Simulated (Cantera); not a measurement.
# Diamond growth

A diamond (100) surface in a fixed gas of H2 with x(CH4) = 0.0024, x(H) = 0.0079, at 1048 K, 60.8 Torr; coverages are run to steady state.

Model: the Harris–Goodwin 1993 mechanism for the reconstructed diamond (100) surface, integrated in Cantera.

| x(CH3) | growth (µm/h) | θ c6HH | θ c6H* | θ c6*H | θ c6** | θ c6HM |
|---|---|---|---|---|---|---|
| 1e-06 | 0.0505 | 0.555 | 0.0229 | 0.409 | 0.0134 | 5.44e-5 |
| 2.1e-06 | 0.106 | 0.555 | 0.0229 | 0.409 | 0.0134 | 0.000114 |
| 4.5e-06 | 0.227 | 0.555 | 0.0229 | 0.409 | 0.0134 | 0.000245 |
| 9.5e-06 | 0.479 | 0.554 | 0.0229 | 0.409 | 0.0134 | 0.000516 |
| 2e-05 | 1.01 | 0.554 | 0.0228 | 0.408 | 0.0134 | 0.00109 |
| 4.2e-05 | 2.11 | 0.553 | 0.0228 | 0.408 | 0.0134 | 0.00227 |
| 9e-05 | 4.51 | 0.551 | 0.0227 | 0.406 | 0.0133 | 0.00485 |
| 0.00019 | 9.43 | 0.547 | 0.0225 | 0.403 | 0.0132 | 0.0102 |
| 0.0004 | 19.5 | 0.538 | 0.0222 | 0.396 | 0.0129 | 0.0210 |
θ: site fractions in the mechanism's names (c6HH fully hydrogenated, c6H* and c6*H radical sites, c6** diradical, c6HM methylated).
